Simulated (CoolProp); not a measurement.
Vapour-liquid equilibrium of dimethyl ether (1) + methanol (2) at 336.5 K; x and y are mole fractions of (1).

Model: multi-fluid Helmholtz-energy mixture model, Wu 2011 and de Reuck 1993; pair parameters Bell 2016, in CoolProp.

| x | bubble pressure (bar) | y at the bubble point | dew pressure at overall composition x (bar) | liquid density (mol/L) |
|---|---|---|---|---|
| 0.05 | 2.317 | 0.589 | 1.020 | 22.73 |
| 0.2 | 5.681 | 0.842 | 1.210 | 20.87 |
| 0.35 | 8.107 | 0.897 | 1.484 | 19.15 |
| 0.5 | 9.890 | 0.923 | 1.917 | 17.56 |
| 0.65 | 11.39 | 0.942 | 2.706 | 16.07 |
| 0.8 | 12.94 | 0.961 | 4.585 | 14.66 |
| 0.95 | 14.85 | 0.988 | 12.07 | 13.30 |

No azeotrope shows between x = 0.05 and 0.95.

Pair parameters are fitted to limited data, so mixtures are less certain than the pure fluids.
